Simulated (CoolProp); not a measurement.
Vapour-liquid equilibrium of p-xylene (1) + n-nonane (2) at 80.25 °C; x and y are mole fractions of (1).

Model: multi-fluid Helmholtz-energy mixture model, Zhou 2012 and Lemmon 2006; pair parameters Bell 2016, in CoolProp.

```json
[
 {"x": "0.05", "bubble pressure, mixture model (kPa)": "___", "bubble pressure, Raoult's law (kPa)": "10.10", "y, mixture model": "0.084", "y, Raoult's law": "0.078"},
 {"x": "0.15", "bubble pressure, mixture model (kPa)": "10.88", "bubble pressure, Raoult's law (kPa)": "10.70", "y, mixture model": "0.230", "y, Raoult's law": "0.221"},
 {"x": "0.25", "bubble pressure, mixture model (kPa)": "___", "bubble pressure, Raoult's law (kPa)": "11.30", "y, mixture model": "0.355", "y, Raoult's law": "0.349"},
 {"x": "0.35", "bubble pressure, mixture model (kPa)": "___", "bubble pressure, Raoult's law (kPa)": "11.90", "y, mixture model": "0.465", "y, Raoult's law": "0.464"},
 {"x": "0.45", "bubble pressure, mixture model (kPa)": "___", "bubble pressure, Raoult's law (kPa)": "12.50", "y, mixture model": "0.565", "y, Raoult's law": "0.568"},
 {"x": "0.55", "bubble pressure, mixture model (kPa)": "13.29", "bubble pressure, Raoult's law (kPa)": "13.09", "y, mixture model": "0.657", "y, Raoult's law": "0.663"},
 {"x": "0.65", "bubble pressure, mixture model (kPa)": "13.84", "bubble pressure, Raoult's law (kPa)": "13.69", "y, mixture model": "0.742", "y, Raoult's law": "0.749"},
 {"x": "0.75", "bubble pressure, mixture model (kPa)": "___", "bubble pressure, Raoult's law (kPa)": "14.29", "y, mixture model": "0.822", "y, Raoult's law": "0.828"},
 {"x": "0.85", "bubble pressure, mixture model (kPa)": "14.95", "bubble pressure, Raoult's law (kPa)": "14.89", "y, mixture model": "0.897", "y, Raoult's law": "0.901"},
 {"x": "0.95", "bubble pressure, mixture model (kPa)": "15.51", "bubble pressure, Raoult's law (kPa)": "15.49", "y, mixture model": "___", "y, Raoult's law": "0.968"}
]
```

Q: Some entries are withheld; supply them.

A: 
- 0.05, bubble pressure, mixture model (kPa): 10.18
- 0.25, bubble pressure, mixture model (kPa): 11.52
- 0.35, bubble pressure, mixture model (kPa): 12.13
- 0.45, bubble pressure, mixture model (kPa): 12.72
- 0.75, bubble pressure, mixture model (kPa): 14.40
- 0.95, y, mixture model: 0.967

The largest gap from Raoult's law is +1.9 % in bubble pressure, at x = 0.25. No azeotrope shows between x = 0.05 and 0.95.

The pair parameters rest on a limited set of measurements; away from them the model extrapolates.
